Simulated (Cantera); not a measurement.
# Thermodynamics of carbon deposition, reforming and gasification, feed toluene + H₂O

A closed system holds: 1 mol toluene, 0.1 mol H₂O, equilibrated at 20.3 Torr.

Cantera equilibrium calculation (NASA polynomials, part measured and part estimated; ideal gas, pure solids and liquids). Candidate condensed phases: C, C₆H₆, C₇H₈, C₈H₁₈, H₂O; 110 gas species. Equilibrium is a limit: real reactors are often held back by kinetics, nucleation or transport.

From 1877 °C to 2327 °C the condensed part is C(graphite). The main C-bearing gas is CO at 1877 °C and C₂H₂ (acetylene) at 2327 °C.

```json
[
 {"T (°C)": "1877", "log p H₂": "-1.59", "log p H": "-3.17", "log p CO": "-3.20", "log p C₂H₂ (acetylene)": "-4.30", "log p C₂H": "-7.41", "log p C₄H₂": "-7.41", "log p C₃": "-9.07", "n C(graphite)": "6.88"},
 {"T (°C)": "1927", "log p H₂": "-1.60", "log p H": "-3.05", "log p CO": "-3.20", "log p C₂H₂ (acetylene)": "-4.19", "log p C₂H": "-7.10", "log p C₄H₂": "-7.17", "log p C₃": "-8.62", "n C(graphite)": "6.88"},
 {"T (°C)": "1977", "log p H₂": "-1.60", "log p H": "-2.93", "log p CO": "-3.20", "log p C₂H₂ (acetylene)": "-4.08", "log p C₂H": "-6.81", "log p C₄H₂": "-6.94", "log p C₃": "-8.19", "n C(graphite)": "6.87"},
 {"T (°C)": "2027", "log p H₂": "-1.61", "log p H": "-2.82", "log p CO": "-3.20", "log p C₂H₂ (acetylene)": "-3.97", "log p C₂H": "-6.53", "log p C₄H₂": "-6.72", "log p C₃": "-7.78", "n C(graphite)": "6.87"},
 {"T (°C)": "2077", "log p H₂": "-1.61", "log p H": "-2.71", "log p CO": "-3.21", "log p C₂H₂ (acetylene)": "-3.87", "log p C₂H": "-6.26", "log p C₄H₂": "-6.52", "log p C₃": "-7.38", "n C(graphite)": "6.86"},
 {"T (°C)": "2127", "log p H₂": "-1.62", "log p H": "-2.61", "log p CO": "-3.21", "log p C₂H₂ (acetylene)": "-3.78", "log p C₂H": "-6.01", "log p C₄H₂": "-6.32", "log p C₃": "-7.01", "n C(graphite)": "6.85"},
 {"T (°C)": "2177", "log p H₂": "-1.64", "log p H": "-2.51", "log p CO": "-3.22", "log p C₂H₂ (acetylene)": "-3.70", "log p C₂H": "-5.77", "log p C₄H₂": "-6.14", "log p C₃": "-6.65", "n C(graphite)": "6.83"},
 {"T (°C)": "2227", "log p H₂": "-1.65", "log p H": "-2.42", "log p CO": "-3.22", "log p C₂H₂ (acetylene)": "-3.62", "log p C₂H": "-5.53", "log p C₄H₂": "-5.97", "log p C₃": "-6.30", "n C(graphite)": "6.82"},
 {"T (°C)": "2277", "log p H₂": "-1.67", "log p H": "-2.34", "log p CO": "-3.23", "log p C₂H₂ (acetylene)": "-3.54", "log p C₂H": "-5.31", "log p C₄H₂": "-5.80", "log p C₃": "-5.97", "n C(graphite)": "6.80"},
 {"T (°C)": "2327", "log p H₂": "-1.69", "log p H": "-2.26", "log p CO": "-3.24", "log p C₂H₂ (acetylene)": "-3.48", "log p C₂H": "-5.10", "log p C₄H₂": "-5.65", "log p C₃": "-5.65", "n C(graphite)": "6.78"}
]
```
log p: log10 of the partial pressure in bar; n: condensed amount in mol.
